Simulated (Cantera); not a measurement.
An isothermal, constant-pressure homogeneous reactor starts with C2H6 : N2 = 1 : 95 (molar parts), at 1423 K and 0.510 bar. Integrator tolerance rtol = 1e-08.

Model: GRI-Mech 3.0 (53 species, 325 reactions), integrated in Cantera. GRI-Mech 3.0 stops at C3 and has no aromatics, soot or wall deposition, so with more carbon than oxygen in the feed, carbon stays in small species such as C2H2 where larger ones or solid carbon would form.

Q: What does this change do: 0.58 parts H2O added?

A: 
| quantity | before | after |
|---|---|---|
| x(C2H6) at 50.0 s | 8.15e-8 (gas-phase equilibrium 1.60e-9) | 1.72e-7 (gas-phase equilibrium 1.72e-9) |
| x(HCN) at 50.0 s | 2.32e-7 (gas-phase equilibrium 0.0173) | 1.68e-7 (gas-phase equilibrium 0.0126) |
| x(CH2) at 50.0 s | 5.93e-11 (gas-phase equilibrium 7.43e-12) | 1.61e-10 (gas-phase equilibrium 6.47e-12) |
| x(CH3) at 50.0 s | 1.23e-6 (gas-phase equilibrium 1.51e-7) | 1.83e-6 (gas-phase equilibrium 1.57e-7) |
| x(C2H2) at 50.0 s | 0.00968 (gas-phase equilibrium 0.00147) | 0.00885 (gas-phase equilibrium 0.000786) |
| x(C2H4) at 50.0 s | 5.98e-5 (gas-phase equilibrium 9.65e-6) | 5.84e-5 (gas-phase equilibrium 7.31e-6) |

Q: What does this change do: pressure from 0.510 bar to 10.00 Torr?

A: 
```tsv
quantity	before	after
x(C2H6) at 50.0 s	8.15e-8 (gas-phase equilibrium 1.60e-9)	1.22e-7 (gas-phase equilibrium 1.12e-12)
x(HCN) at 50.0 s	2.32e-7 (gas-phase equilibrium 0.0173)	1.86e-6 (gas-phase equilibrium 0.0174)
x(CH2) at 50.0 s	5.93e-11 (gas-phase equilibrium 7.43e-12)	2.09e-9 (gas-phase equilibrium 7.51e-12)
x(CH3) at 50.0 s	1.23e-6 (gas-phase equilibrium 1.51e-7)	9.39e-6 (gas-phase equilibrium 2.48e-8)
x(C2H2) at 50.0 s	0.00968 (gas-phase equilibrium 0.00147)	0.00944 (gas-phase equilibrium 0.00149)
x(C2H4) at 50.0 s	5.98e-5 (gas-phase equilibrium 9.65e-6)	4.78e-6 (gas-phase equilibrium 2.57e-7)
```
Radical loss at walls, strong at low pressure, is not modelled.
